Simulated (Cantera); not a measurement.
A freely propagating, adiabatic, planar premixed flame of 49.7 % H2, 10.3 % O2, 38.9 % N2, 0.995 % H2O, equivalence ratio 2.4, unburnt at 350 K and 200000 Pa; mixture-averaged transport, grid criteria slope 0.08 and curve 0.16, no radiation.

Detailed kinetics in Cantera: the H2/O2 subset of GRI-Mech 3.0, which has no nitrogen chemistry. Burning velocities carry a grid error of a few per cent, more on coarse grids.

x: mole fraction of selected species; z is measured from the peak of heat release.

```json
[
 {"z (mm)": "-0.448", "T (K)": "350", "u (m/s)": "3.37", "x H2": "0.497", "x O2": "0.103", "x H": "<1e-8", "x HO2": "<1e-8", "x OH": "<1e-8", "x H2O": "0.00995"},
 {"z (mm)": "-0.299", "T (K)": "350", "u (m/s)": "3.37", "x H2": "0.497", "x O2": "0.103", "x H": "<1e-8", "x HO2": "<1e-8", "x OH": "<1e-8", "x H2O": "0.00995"},
 {"z (mm)": "-0.224", "T (K)": "350", "u (m/s)": "3.37", "x H2": "0.497", "x O2": "0.103", "x H": "<1e-8", "x HO2": "1.61e-8", "x OH": "<1e-8", "x H2O": "0.00995"},
 {"z (mm)": "-0.149", "T (K)": "351", "u (m/s)": "3.38", "x H2": "0.497", "x O2": "0.104", "x H": "<1e-8", "x HO2": "5.20e-7", "x OH": "<1e-8", "x H2O": "0.00996"},
 {"z (mm)": "-0.0747", "T (K)": "…", "u (m/s)": "3.83", "x H2": "0.487", "x O2": "0.105", "x H": "…", "x HO2": "…", "x OH": "…", "x H2O": "…"},
 {"z (mm)": "-0.0373", "T (K)": "691", "u (m/s)": "6.35", "x H2": "0.455", "x O2": "0.0980", "x H": "0.00241", "x HO2": "0.000475", "x OH": "0.000673", "x H2O": "0.0348"},
 {"z (mm)": "0", "T (K)": "1070", "u (m/s)": "9.59", "x H2": "0.400", "x O2": "0.0752", "x H": "0.0158", "x HO2": "0.000182", "x OH": "0.000831", "x H2O": "0.0892"},
 {"z (mm)": "0.0373", "T (K)": "1343", "u (m/s)": "11.9", "x H2": "0.343", "x O2": "0.0407", "x H": "0.0349", "x HO2": "8.07e-5", "x OH": "0.00145", "x H2O": "0.157"},
 {"z (mm)": "0.0747", "T (K)": "1495", "u (m/s)": "13.3", "x H2": "0.309", "x O2": "0.0157", "x H": "0.0463", "x HO2": "2.97e-5", "x OH": "0.00169", "x H2O": "0.204"},
 {"z (mm)": "0.149", "T (K)": "1618", "u (m/s)": "14.3", "x H2": "0.293", "x O2": "0.00189", "x H": "0.0469", "x HO2": "3.33e-6", "x OH": "0.00164", "x H2O": "0.231"},
 {"z (mm)": "0.299", "T (K)": "1712", "u (m/s)": "15.0", "x H2": "0.298", "x O2": "0.000107", "x H": "0.0367", "x HO2": "2.04e-7", "x OH": "0.00155", "x H2O": "0.236"},
 {"z (mm)": "0.598", "T (K)": "1794", "u (m/s)": "15.7", "x H2": "0.305", "x O2": "2.96e-5", "x H": "0.0254", "x HO2": "6.97e-8", "x OH": "0.00129", "x H2O": "0.238"},
 {"z (mm)": "1.20", "T (K)": "1858", "u (m/s)": "16.2", "x H2": "0.311", "x O2": "…", "x H": "…", "x HO2": "…", "x OH": "…", "x H2O": "0.240"}
]
```

Q: Complete the blanks.

A: 
- -0.0747, T (K): 404
- -0.0747, x H: 9.58e-6
- -0.0747, x HO2: 0.000235
- -0.0747, x OH: 1.98e-5
- -0.0747, x H2O: 0.0115
- 1.20, x O2: 1.31e-5
- 1.20, x H: 0.0163
- 1.20, x HO2: 3.41e-8
- 1.20, x OH: 0.000939
